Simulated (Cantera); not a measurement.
Thermodynamics of carbothermic reduction, feed TiO₂ + C + CO

A closed system holds: 1 mol TiO₂, 3.3 mol C, 0.052 mol CO, equilibrated at 0.900 bar.

These are equilibrium values from Cantera (NASA tables, ideal gas, pure condensed phases), not measurements of a reactor. Candidate condensed phases: C, Ti, TiC, TiO, TiO₂, Ti₂O₃, Ti₃O₅, Ti₄O₇; 15 gas species. TiC: taken at fixed stoichiometry. Condensed phases not in the tables: Magnéli phases beyond Ti₄O₇. Rates play no part.

From 700 °C to 1000 °C the condensed part is C(graphite) + TiO₂(rutile). At 1150 °C the condensed part is C(graphite) + Ti₄O₇(s). At 1300 °C the condensed part is C(graphite) + Ti₃O₅(s). From 1450 °C to 2350 °C the condensed part is C(graphite) + TiC(s).

| T (°C) | x CO | x CO₂ | x Ti | x C₃ | x C | x C₂O | n C(graphite) | n TiO₂(rutile) | n Ti₄O₇(s) | n Ti₃O₅(s) | n TiC(s) |
|---|---|---|---|---|---|---|---|---|---|---|---|
| 700 | 0.635 | 0.365 | <1e-12 | <1e-12 | <1e-12 | <1e-12 | 3.31 | 1.00 | 0 | 0 | 0 |
| 850 | 0.951 | 0.0491 | <1e-12 | <1e-12 | <1e-12 | <1e-12 | 3.30 | 1.00 | 0 | 0 | 0 |
| 1000 | 0.994 | 0.00639 | <1e-12 | <1e-12 | <1e-12 | <1e-12 | 3.30 | 1.00 | 0 | 0 | 0 |
| 1150 | 0.999 | 0.00122 | <1e-12 | <1e-12 | <1e-12 | <1e-12 | 3.05 | 0 | 0.250 | 0 | 0 |
| 1300 | 1.000 | 0.000323 | <1e-12 | <1e-12 | <1e-12 | 2.66e-12 | 2.97 | 0 | 0 | 0.333 | 0 |
| 1450 | 1.000 | 0.000109 | 1.66e-12 | <1e-12 | <1e-12 | 3.94e-11 | 0.300 | 0 | 0 | 0 | 1.00 |
| 1600 | 1.000 | 4.42e-5 | 6.12e-11 | 1.08e-12 | 1.82e-12 | 3.78e-10 | 0.300 | 0 | 0 | 0 | 1.00 |
| 1750 | 1.000 | 2.06e-5 | 1.32e-9 | 5.39e-11 | 5.52e-11 | 2.60e-9 | 0.300 | 0 | 0 | 0 | 1.00 |
| 1900 | 1.000 | 1.08e-5 | 1.84e-8 | 1.54e-9 | 1.04e-9 | 1.37e-8 | 0.300 | 0 | 0 | 0 | 1.00 |
| 2050 | 1.000 | 6.19e-6 | 1.82e-7 | 2.83e-8 | 1.35e-8 | 5.79e-8 | 0.300 | 0 | 0 | 0 | 1.000 |
| 2200 | 1.000 | 3.82e-6 | 1.36e-6 | 3.61e-7 | 1.27e-7 | 2.06e-7 | 0.300 | 0 | 0 | 0 | 1.000 |
| 2350 | 1.000 | 2.51e-6 | 8.00e-6 | 3.41e-6 | 9.26e-7 | 6.34e-7 | 0.300 | 0 | 0 | 0 | 1.000 |
x: gas mole fraction; n: condensed amount in mol.
